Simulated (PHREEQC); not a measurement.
1 kg of water holding 0.012 mol MgCl2 and 0.098 mol MgSO4 is evaporated at 75 °C; the solids stay in contact with the brine. No CO2 enters from the air. Only these solids could form: Bischofite, Brucite, Epsomite, Hexahydrite, Kieserite, MgCl2_4H2O.

Base run: PHREEQC, Pitzer model, pitzer.dat. Each further column changes one thing. The table gives water activity.

| H2O removed (mol) | base | temperature from 75 to 25 °C | temperature from 75 to 5 °C |
|---|---|---|---|
| 0 | 0.998 | 0.997 | 0.997 |
| 30.18 | 0.995 | 0.995 | 0.994 |
| 41.44 | 0.991 | 0.990 | 0.990 |
| 47.7 | 0.984 | 0.982 | 0.982 |
| 51.94 | 0.960 | 0.953 | 0.952 |
| 53.88 | 0.860 | 0.878 | 0.910 |
| 54.6 | 0.786 | 0.688 | 0.688 |

Constants without temperature data keep their 25 °C values here.
